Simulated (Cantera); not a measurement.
# Si + N₂O + N₂ (thermal oxidation and active oxidation of silicon)

Charge: 1 mol Si, 0.55 mol N₂O, 78 mol N₂, at 0.133 bar.

These are equilibrium values from Cantera (NASA tables, ideal gas, pure condensed phases), not measurements of a reactor. Candidate condensed phases: Si, SiO₂, Si₂N₂O, Si₃N₄; 16 gas species. Mutual solubility and eutectic melting of coexisting phases are not modelled. The tables hold silica as quartz up to 1696 K and as liquid above; real silica turns to tridymite and cristobalite and melts near 1996 K. Equilibrium is a limit: real reactors are often held back by kinetics, nucleation or transport.

```tsv
T (K)	x N₂	x SiO	x Si	x SiN	n SiO₂(β-quartz)	n Si₂N₂O(s)
1125	1.00	4.48e-11	<1e-12	<1e-12	0.0333	0.483
1175	1.00	4.51e-10	<1e-12	<1e-12	0.0333	0.483
1225	1.00	3.75e-9	<1e-12	<1e-12	0.0333	0.483
1275	1.00	2.63e-8	<1e-12	<1e-12	0.0333	0.483
1325	1.00	1.59e-7	<1e-12	<1e-12	0.0333	0.483
1375	1.000	8.38e-7	<1e-12	<1e-12	0.0333	0.483
1425	1.000	3.93e-6	<1e-12	<1e-12	0.0332	0.483
1475	1.000	1.65e-5	1.97e-12	1.03e-12	0.0329	0.483
1525	1.000	6.31e-5	1.53e-11	6.45e-12	0.0317	0.482
1575	1.000	0.000221	1.04e-10	3.59e-11	0.0276	0.478
1625	0.999	0.000715	6.25e-10	1.79e-10	0.0147	0.465
1675	0.999	0.00128	5.69e-9	1.37e-9	0	0.450
```
x: gas mole fraction; n: condensed amount in mol.

From 1125 K to 1625 K the condensed part is SiO₂(β-quartz) + Si₂N₂O(s). At 1675 K the condensed part is Si₂N₂O(s).
